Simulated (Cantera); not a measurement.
A diamond (100) surface in a fixed gas of H2 with x(CH4) = 0.027, x(H) = 0.0012, x(CH3) = 0.00024, 9.75 Torr; coverages are run to steady state.

Model: the Harris–Goodwin 1993 mechanism for the reconstructed diamond (100) surface, integrated in Cantera.

θ: site fractions in the mechanism's names (c6HH fully hydrogenated, c6H* and c6*H radical sites, c6** diradical, c6HM methylated).

```
T (K)  growth (µm/h)  θ c6HH   θ c6H*  θ c6*H   θ c6**    θ c6HM
-----  -------------  ------  -------  ------  -------  --------
900            0.769   0.579  0.00870   0.244  0.00341     0.133
975              ___   0.557      ___     ___      ___       ___
1050           0.659   0.537   0.0218   0.390   0.0114    0.0272
1125           0.320   0.499   0.0297   0.444   0.0172   0.00560
1200           0.238   0.458   0.0373   0.478   0.0231   0.00105
1275           0.236   0.426   0.0447   0.499   0.0288  0.000204
1350             ___   0.403      ___   0.510      ___       ___
```

Q: Complete the blanks.

A: 
- 975, growth (µm/h): 0.965
- 975, θ c6H*: 0.0144
- 975, θ c6*H: 0.316
- 975, θ c6**: 0.00661
- 975, θ c6HM: 0.0792
- 1350, growth (µm/h): 0.154
- 1350, θ c6H*: 0.0517
- 1350, θ c6**: 0.0338
- 1350, θ c6HM: 4.08e-5
